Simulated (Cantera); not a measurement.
A perfectly stirred reactor is fed with CH4 : O2 : N2 : H2O = 1 : 4.55 : 17.1 : 4.5 (molar parts), at 3.80 bar; it is adiabatic with a 398 K inlet, and is followed from long to short residence time, starting on the burning branch (τ in s: 0.32, 0.1, 0.031, 0.0098, 0.0031, 0.00096, 0.0003, 9.4e-05, 2.9e-05, 9.2e-06).

Model: GRI-Mech 3.0 (53 species, 325 reactions), integrated in Cantera.

Q: What does this change do: CH4 1 to 0.78 parts?

A: 
| quantity | before | after |
|---|---|---|
| blow-out, bracketed by the residence times tried | burning at 0.320 s, out at 0.100 s | not reached |
| x(CH4) at τ = 0.320 s | 0.000418 | 0.0290 |
| x(O2) at τ = 0.320 s | 0.0959 | 0.169 |
| x(H2O) at τ = 0.320 s | 0.238 | 0.167 |
| x(CH2O) at τ = 0.320 s | 3.54e-5 | <1e-12 |
| x(CO) at τ = 0.320 s | 0.00221 | <1e-12 |
| x(CH4) at τ = 0.960 ms | 0.0368 | 0.0290 |
| x(O2) at τ = 0.960 ms | 0.168 | 0.169 |
| x(H2O) at τ = 0.960 ms | 0.166 | 0.167 |
| x(CH2O) at τ = 0.960 ms | <1e-12 | <1e-12 |
| x(CO) at τ = 0.960 ms | <1e-12 | <1e-12 |
| state | not reached | not burning at any residence time tried |

Q: What does this change do: 0.2 parts H2 added?

A: 
```json
[
 {"quantity": "blow-out, bracketed by the residence times tried", "before": "burning at 0.320 s, out at 0.100 s", "after": "burning at 0.100 s, out at 31.0 ms"},
 {"quantity": "x(CH4) at τ = 0.320 s", "before": "0.000418", "after": "0.000200"},
 {"quantity": "x(O2) at τ = 0.320 s", "before": "0.0959", "after": "0.0909"},
 {"quantity": "x(H2O) at τ = 0.320 s", "before": "0.238", "after": "0.245"},
 {"quantity": "x(CH2O) at τ = 0.320 s", "before": "3.54e-5", "after": "1.54e-5"},
 {"quantity": "x(CO) at τ = 0.320 s", "before": "0.00221", "after": "0.00108"},
 {"quantity": "x(CH4) at τ = 0.960 ms", "before": "0.0368", "after": "0.0366"},
 {"quantity": "x(O2) at τ = 0.960 ms", "before": "0.168", "after": "0.166"},
 {"quantity": "x(H2O) at τ = 0.960 ms", "before": "0.166", "after": "0.165"},
 {"quantity": "x(CH2O) at τ = 0.960 ms", "before": "<1e-12", "after": "<1e-12"},
 {"quantity": "x(CO) at τ = 0.960 ms", "before": "<1e-12", "after": "<1e-12"}
]
```
